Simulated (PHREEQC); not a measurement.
**Cooling-tower water: an equilibrium model**

A made-up water analysis in mmol/kgw, 20 °C, pH 7.75, pe 12.5: Na 7.69; K 0.449; Ca 1.15; Mg 0.16; Cl 0.938; S(6) 3.89; Alkalinity (meq/kgw) 1.88; Cu(2) 0.00166; Li 0.0386.

Valence states are taken as typed.

The numbers come from PHREEQC with the ion-association model, wateq4f.dat.

This is a speciation only: nothing precipitates in the calculation.

Task: What ionic strength, charge-balance error does the model give?

Result: ionic strength 0.0146 mol/kgw; charge-balance error 1.0 %.

Task: In which forms is C present?

Result: HCO3- 95 %, CO2 3.6 %, CaHCO3+ 0.6 % of the C.

The database's constant for dissolved Cu(OH)2 is higher than later reviews accept.
